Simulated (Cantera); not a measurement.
Mixture: CH₄ : C₂H₆ : C₃H₈ : O₂ : N₂ = 1 : 0.1 : 0.83 : 9.29 : 34.9 (molar parts), equivalence ratio 0.70, at 3830 Torr, adiabatic and at constant pressure. Ignition delay is the time to a rise of 400 K.

Cantera simulation using GRI-Mech 3.0 (53 species, 325 reactions); the numbers are that mechanism's predictions, not measurements. GRI-Mech 3.0 was tuned for natural gas; its chemistry of propane as a main component is partial and can be far from experiment.

Problem. What does this change do: pressure from 3830 Torr to 2850 Torr?

Solution. 
```json
[
 {"quantity": "delay at 1125 K", "before": "7.47 ms", "after": "9.53 ms"},
 {"quantity": "delay at 1225 K", "before": "1.37 ms", "after": "1.66 ms"},
 {"quantity": "delay at 1325 K", "before": "0.288 ms", "after": "0.339 ms"},
 {"quantity": "delay at 1425 K", "before": "77.1 µs", "after": "90.4 µs"},
 {"quantity": "delay at 1525 K", "before": "26.9 µs", "after": "31.8 µs"},
 {"quantity": "delay at 1625 K", "before": "11.8 µs", "after": "14.2 µs"},
 {"quantity": "delay at 1725 K", "before": "6.23 µs", "after": "7.63 µs"},
 {"quantity": "apparent activation energy between 1525 and 1725 K", "before": "160 kJ/mol", "after": "160 kJ/mol"}
]
```

Problem. What does this change do: pressure from 3830 Torr to 2330 Torr?

Solution. 
```
quantity                                                before       after
--------------------------------------------------  ----------  ----------
delay at 1125 K                                        7.47 ms     11.2 ms
delay at 1225 K                                        1.37 ms     1.88 ms
delay at 1325 K                                       0.288 ms    0.378 ms
delay at 1425 K                                        77.1 µs    0.101 ms
delay at 1525 K                                        26.9 µs     35.9 µs
delay at 1625 K                                        11.8 µs     16.2 µs
delay at 1725 K                                        6.23 µs     8.80 µs
apparent activation energy between 1525 and 1725 K  160 kJ/mol  150 kJ/mol
```

Problem. What does this change do: C3H8 0.83 to 2.4 parts?

Solution. 
```tsv
quantity	before	after
delay at 1125 K	7.47 ms	10.2 ms
delay at 1225 K	1.37 ms	1.62 ms
delay at 1325 K	0.288 ms	0.307 ms
delay at 1425 K	77.1 µs	76.9 µs
delay at 1525 K	26.9 µs	25.7 µs
delay at 1625 K	11.8 µs	11.1 µs
delay at 1725 K	6.23 µs	5.79 µs
apparent activation energy between 1525 and 1725 K	160 kJ/mol	160 kJ/mol
```
